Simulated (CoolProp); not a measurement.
Vapour pressure (kPa) of n-octane: the reference equation beside estimates from Tc = 568.7 K, pc = 2484 kPa, ω = 0.398. Clausius-Clapeyron is anchored at 362.7 K with a constant enthalpy of vaporisation of 37.13 kJ/mol.

Computed with CoolProp (reference Helmholtz-energy equation of state, Beckmüller 2019).

| T (K) | reference | Lee-Kesler | Clausius-Clapeyron | van der Waals | Redlich-Kwong |
|---|---|---|---|---|---|
| 317.4 | 5.118 | 4.926 | 5.685 | 140.2 | 22.77 |
| 328.8 | 8.678 | 8.405 | 9.259 | 173.5 | 34.05 |
| 340.1 | 14.04 | 13.68 | 14.54 | 211.6 | 49.09 |
| 351.4 | 21.87 | 21.44 | 22.18 | 255.0 | 68.75 |
| 362.7 | 32.95 | 32.49 | 32.95 | 304.1 | 93.84 |
| 374 | 48.17 | 47.75 | 47.79 | 359.1 | 125.2 |
| 385.4 | 68.78 | 68.50 | 68.03 | 421.0 | 164.1 |
| 396.7 | 95.57 | 95.53 | 94.63 | 488.9 | 210.7 |
| 408 | 129.9 | 130.3 | 129.2 | 563.5 | 266.2 |
| 419.3 | 173.3 | 174.1 | 173.6 | 645.2 | 331.4 |

Absolute difference from the reference over all 10 rows, mean and median: Lee-Kesler 1.5 and 1.1 %, Clausius-Clapeyron 2.6 and 1.0 %, van der Waals 1001.0 and 734.2 %, Redlich-Kwong 190.1 and 172.4 %.
